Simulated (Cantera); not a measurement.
Cantera with NASA thermochemical tables; ideal gases at 1 bar, condensed phases pure. Values are per mole of reaction as written; species without (g) are pure solids or liquids, kept so even where they would boil at 1 bar.

Task: Between 1350 and 2250 K, where is each reaction favourable under standard conditions?
- 3 Pb(g) + O3(g) = 3 PbO(g)
- 4 Pb(g) + 2 NO2(g) = 4 PbO(g) + N2(g)
- 3 SO2(g) + 2 N2O(g) + 3 Pb = 3 PbS(g) + 4 NO2(g)

Result: 
- 3 Pb(g) + O3(g) = 3 PbO(g): ΔG° is -451 kJ at 1350 K and -399 kJ at 2250 K; it stays negative (K > 1). ΔH° is -543 kJ and ΔS° -64 J/K at 2250 K.
- 4 Pb(g) + 2 NO2(g) = 4 PbO(g) + N2(g): ΔG° is -526 kJ at 1350 K and -490 kJ at 2250 K; it stays negative (K > 1). ΔH° is -594 kJ and ΔS° -46 J/K at 2250 K.
- 3 SO2(g) + 2 N2O(g) + 3 Pb = 3 PbS(g) + 4 NO2(g): ΔG° is 856 kJ at 1350 K and 632 kJ at 2250 K; it stays positive (K < 1). ΔH° is 1175 kJ and ΔS° 241 J/K at 2250 K.
